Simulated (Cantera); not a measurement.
Input: 1 mol H2S, 0.19 mol H2, held at 2848 K and 19.0 Pa.

Cantera equilibrium calculation (NASA polynomials, part measured and part estimated; ideal gas, pure solids and liquids). Candidate condensed phases: S; 7 gas species. Rates play no part.

Base state: H 0.692, S 0.297, H2 0.00974, SH 0.000679, S2 0.000669 (mole fractions); condensed: gas only.

Problem. What changes in the equilibrium state with this change: temperature from 2848 K to 1475 K?

Solution. 
```json
[
 {"species": "H2", "before": "0.00974", "after": "0.686"},
 {"species": "S2", "before": "0.000669", "after": "0.284"},
 {"species": "H2S", "before": "4.06e-7", "after": "0.0207"},
 {"species": "H", "before": "0.692", "after": "0.000780"},
 {"species": "S", "before": "0.297", "after": "0.00117"},
 {"species": "SH", "before": "0.000679", "after": "0.00647"}
]
```
